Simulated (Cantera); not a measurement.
A Cantera script and what it prints.

```python
import numpy as np
import cantera as ct

gas_names = [...]  # 91 gases of nasa_gas.yaml made of C, Cl, H
cond_names = """
    C(gr) C6H6(L) C7H8(L) C8H18(L),n-octa
""".split()


# ... load() reads the species with a 1 bar reference pressure and builds the phases ...
atoms = {
    'CCl4': {'C': 1, 'CL': 4},
    'HCl': {'H': 1, 'CL': 1},
    'H2': {'H': 2},
}
top_T = {'C(gr)': 4500}  # K; cautious upper limits of use, not melting points


# ... equilibrate(T, P, feed) seeds the gas with the atoms and calls Mixture.equilibrate('TP', solver="vcs", rtol=1e-11, max_steps=5000) ...
results = []
feed = {'CCl4': 1, 'HCl': 1.3, 'H2': 0.072}  # mol
P = 13332.2  # Pa
for T in [1673, 1823, 1973, 2123, 2273, 2423, 2573]:
    mix = equilibrate(T, P, feed)
    results.append((T, P, feed, dict(zip(mix.species_names, mix.species_moles))))
    x = sorted(zip(gas.X, gas.species_names), reverse=True)
    print(f"T = {T:g} K  P = {P:g} Pa  gas = {mix.phase_moles(0):.4g} mol")
    print("   x: " + "  ".join(f"{s} {v:.3e}" for v, s in x if v > 0.0001))
    print("   condensed (mol): " + ("  ".join(f"{mix.phase(i).name} {mix.phase_moles(i):.4g}"
          for i in range(1, mix.n_phases) if mix.phase_moles(i) > 1e-12) or "none"))
```

It prints:

```
T = 1673 K  P = 13332.2 Pa  gas = 3.904 mol
   x: HCL 3.699e-01  CL2 3.577e-01  CL 2.724e-01
   condensed (mol): C(gr) 0.9998
T = 1823 K  P = 13332.2 Pa  gas = 4.35 mol
   x: CL 4.498e-01  HCL 3.319e-01  CL2 2.182e-01
   condensed (mol): C(gr) 0.9996
T = 1973 K  P = 13332.2 Pa  gas = 4.792 mol
   x: CL 5.926e-01  HCL 3.013e-01  CL2 1.060e-01
   condensed (mol): C(gr) 0.9994
T = 2123 K  P = 13332.2 Pa  gas = 5.07 mol
   x: CL 6.699e-01  HCL 2.847e-01  CL2 4.527e-02
   condensed (mol): C(gr) 0.9993
T = 2273 K  P = 13332.2 Pa  gas = 5.201 mol
   x: CL 7.031e-01  HCL 2.774e-01  CL2 1.922e-02  H 1.508e-04
   condensed (mol): C(gr) 0.9993
T = 2423 K  P = 13332.2 Pa  gas = 5.259 mol
   x: CL 7.169e-01  HCL 2.736e-01  CL2 8.649e-03  H 6.405e-04  H2 1.739e-04
   condensed (mol): C(gr) 0.9991
T = 2573 K  P = 13332.2 Pa  gas = 5.293 mol
   x: CL 7.235e-01  HCL 2.692e-01  CL2 4.201e-03  H 2.313e-03  H2 6.044e-04
   condensed (mol): C(gr) 0.9986
```

Cantera equilibrium calculation (NASA polynomials, part measured and part estimated; ideal gas, pure solids and liquids).
